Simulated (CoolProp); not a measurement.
Computed with CoolProp (reference Helmholtz-energy equation of state, Lemmon 2005). It is a short technical equation, of lower accuracy than the large ones.

Problem. For cis-2-butene, give the phase and the cp (kJ/(kg K)), speed of sound (m/s) at -1.65 °C and 0.0184 MPa.

Solution. 
- -1.65 °C and 0.0184 MPa: gas; cp 1.36, speed of sound 211
